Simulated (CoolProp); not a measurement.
A simple Rankine cycle with neopentane: condensing at 289.15 K, boiler at 1 MPa, turbine inlet 382.7 K, turbine efficiency 0.6, pump efficiency 0.8, no recuperator. Each further row changes one setting.

Model: reference Helmholtz-energy equation of state, Lemmon 2006, in CoolProp. It is a short technical equation, of lower accuracy than the large ones.

```csv
case,thermal efficiency (%),net work (kJ/kg),heat in (kJ/kg),turbine exit temperature (K),volume ratio over the turbine
as stated,9.6,44.4,462,348.0,8.54
turbine inlet 402.7 K,9.4,48.0,509,369.5,8.31
condensing temperature 281.15 K,10.5,50.6,480,344.3,11.3
boiler pressure 0.7 MPa,8.2,38.7,472,356.0,5.68
turbine efficiency 0.5,7.9,36.7,462,351.9,8.65
```
